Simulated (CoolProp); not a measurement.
Vapour-liquid equilibrium of benzene (1) + p-xylene (2) at 313.2 K; x and y are mole fractions of (1).

The numbers come from the multi-fluid Helmholtz-energy mixture model, Thol 2012 and Zhou 2012; pair parameters Bell 2016 in CoolProp.

| x | bubble pressure, mixture model (kPa) | bubble pressure, Raoult's law (kPa) | y, mixture model | y, Raoult's law |
|---|---|---|---|---|
| 0.05 | ___ | 3.751 | 0.311 | 0.326 |
| 0.125 | ___ | 5.384 | 0.556 | 0.567 |
| 0.2 | 6.860 | 7.017 | 0.690 | 0.697 |
| 0.275 | ___ | 8.651 | 0.773 | 0.777 |
| 0.35 | ___ | 10.28 | 0.830 | 0.832 |
| 0.425 | 11.83 | 11.92 | 0.871 | 0.872 |
| 0.5 | 13.50 | 13.55 | 0.902 | 0.902 |
| 0.575 | 15.16 | 15.18 | 0.926 | 0.925 |
| 0.65 | ___ | 16.82 | 0.945 | 0.945 |
| 0.725 | 18.44 | 18.45 | 0.960 | 0.960 |
| 0.8 | 20.08 | 20.08 | 0.973 | 0.973 |
| 0.875 | 21.71 | 21.72 | 0.985 | 0.985 |
| 0.95 | 23.34 | 23.35 | 0.994 | 0.994 |

### Question
What belongs in the gaps?

### Answer

- 0.05, bubble pressure, mixture model (kPa): 3.675
- 0.125, bubble pressure, mixture model (kPa): 5.245
- 0.275, bubble pressure, mixture model (kPa): 8.505
- 0.35, bubble pressure, mixture model (kPa): 10.17
- 0.65, bubble pressure, mixture model (kPa): 16.80

The largest gap from Raoult's law is -2.6 % in bubble pressure, at x = 0.125. No azeotrope shows between x = 0.05 and 0.95.

Pair parameters are fitted to limited data, so mixtures are less certain than the pure fluids.
